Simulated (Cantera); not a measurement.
A closed system holds: 1 mol C2H5OH, 1.2 mol H2O, 1.7 mol H2, at 8.80 bar.

These are equilibrium values from Cantera (NASA tables, ideal gas, pure condensed phases), not measurements of a reactor. Candidate condensed phases: C, C6H6, C7H8, C8H18, H2O; 110 gas species. Kinetics and transport are ignored. All values below are at 1498 K.

Base state: H2 0.723, CO 0.249, H2O 0.0236, CO2 0.00316, CH4 0.00139 (mole fractions); condensed: gas only.

Q: What changes in the equilibrium state with this change: pressure from 8.80 bar to 6.80 mbar?

A: 
```json
[
 {"species": "H2", "before": "0.723", "after": "0.724"},
 {"species": "CO", "before": "0.249", "after": "0.250"},
 {"species": "H2O", "before": "0.0236", "after": "0.0223"},
 {"species": "CH4", "before": "0.00139", "after": "<1e-9"},
 {"species": "H", "before": "4.92e-6", "after": "0.000177"},
 {"species": "CO2", "before": "0.00316", "after": "0.00299"}
]
```

Q: What changes in the equilibrium state with this change: pressure from 8.80 bar to 84.0 bar?

A: 
```tsv
species	before	after
H2	0.723	0.670
CO	0.249	0.227
H2O	0.0236	0.0576
CH4	0.00139	0.0378
C2H4	1.61e-7	1.44e-5
CO2	0.00316	0.00756
```
The ideal-gas law is rough above about 30 bar.
